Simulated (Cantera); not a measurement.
A diamond (100) surface in a fixed gas of H2 with x(CH4) = 0.0092, x(H) = 0.00062, x(CH3) = 0.00067, at 1400 K; coverages are run to steady state.

Detailed kinetics in Cantera: the Harris–Goodwin 1993 mechanism for the reconstructed diamond (100) surface.

θ: site fractions in the mechanism's names (c6HH fully hydrogenated, c6H* and c6*H radical sites, c6** diradical, c6HM methylated).

| P (Pa) | growth (µm/h) | θ c6HH | θ c6H* | θ c6*H | θ c6** | θ c6HM |
|---|---|---|---|---|---|---|
| 1400 | 0.0981 | 0.447 | 0.0521 | 0.476 | 0.0237 | 4.03e-5 |
| 2000 | 0.190 | 0.447 | 0.0520 | 0.476 | 0.0236 | 5.81e-5 |
| 2800 | 0.350 | 0.447 | 0.0519 | 0.475 | 0.0234 | 8.24e-5 |
| 4000 | 0.654 | 0.448 | 0.0519 | 0.475 | 0.0232 | 0.000120 |
| 5800 | 1.23 | 0.448 | 0.0518 | 0.474 | 0.0230 | 0.000177 |
| 8200 | 2.14 | 0.448 | 0.0518 | 0.474 | 0.0228 | 0.000255 |
| 12000 | … | 0.447 | 0.0517 | 0.473 | 0.0226 | … |
| 17000 | … | 0.447 | 0.0517 | 0.473 | 0.0224 | … |

**Question.** Fill in the missing entries.

**Answer.** 
- 12000, growth (µm/h): 3.84
- 12000, θ c6HM: 0.000381
- 17000, growth (µm/h): 6.39
- 17000, θ c6HM: 0.000550
